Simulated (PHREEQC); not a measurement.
Consider water at 25 °C with 0.86 mol/kgw NaOH, 0.17 mol/kgw H3BO3 and 1.1 mol/kgw NaCl. Closed to the air; pH follows from the charge balance.

The numbers come from PHREEQC with the Pitzer model, pitzer.dat.

No solid was allowed to form.

Question: Estimate the pH, osmotic coefficient, activity of water.

Answer: pH 13.63; osmotic coefficient 0.942; activity of water 0.936.

In brines, pH and single-ion activities rest on the MacInnes convention.
